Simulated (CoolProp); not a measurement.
Vapour pressure (MPa) of R22: the reference equation beside estimates from Tc = 369.3 K, pc = 4.990 MPa, ω = 0.221.

Values from CoolProp's reference Helmholtz-energy equation of state, Kamei 1995.

```json
[
 {"T (K)": "190.1", "reference": "0.008290", "Lee-Kesler": "0.007953", "Soave-Redlich-Kwong": "___"},
 {"T (K)": "193.2", "reference": "0.01041", "Lee-Kesler": "0.01001", "Soave-Redlich-Kwong": "0.01021"},
 {"T (K)": "196.2", "reference": "0.01287", "Lee-Kesler": "0.01240", "Soave-Redlich-Kwong": "0.01263"},
 {"T (K)": "199.3", "reference": "0.01591", "Lee-Kesler": "___", "Soave-Redlich-Kwong": "0.01561"},
 {"T (K)": "202.3", "reference": "0.01938", "Lee-Kesler": "0.01874", "Soave-Redlich-Kwong": "0.01904"},
 {"T (K)": "205.4", "reference": "0.02360", "Lee-Kesler": "0.02287", "Soave-Redlich-Kwong": "0.02320"},
 {"T (K)": "208.5", "reference": "0.02854", "Lee-Kesler": "0.02773", "Soave-Redlich-Kwong": "0.02809"},
 {"T (K)": "211.5", "reference": "0.03410", "Lee-Kesler": "0.03320", "Soave-Redlich-Kwong": "0.03358"},
 {"T (K)": "214.6", "reference": "___", "Lee-Kesler": "0.03974", "Soave-Redlich-Kwong": "0.04015"},
 {"T (K)": "217.7", "reference": "___", "Lee-Kesler": "0.04730", "Soave-Redlich-Kwong": "0.04772"},
 {"T (K)": "220.7", "reference": "___", "Lee-Kesler": "0.05567", "Soave-Redlich-Kwong": "0.05610"},
 {"T (K)": "223.8", "reference": "0.06672", "Lee-Kesler": "0.06554", "Soave-Redlich-Kwong": "0.06597"},
 {"T (K)": "226.8", "reference": "0.07759", "Lee-Kesler": "0.07638", "Soave-Redlich-Kwong": "0.07679"},
 {"T (K)": "229.9", "reference": "0.09025", "Lee-Kesler": "0.08903", "Soave-Redlich-Kwong": "___"}
]
```

**Question.** Some entries are withheld; supply them.

**Answer.** 
- 190.1, Soave-Redlich-Kwong: 0.008124
- 199.3, Lee-Kesler: 0.01535
- 214.6, reference: 0.04072
- 217.7, reference: 0.04836
- 220.7, reference: 0.05680
- 229.9, Soave-Redlich-Kwong: 0.08941

Absolute difference from the reference over all 14 rows, mean and median: Lee-Kesler 2.7 and 2.7 %, Soave-Redlich-Kwong 1.5 and 1.6 %.
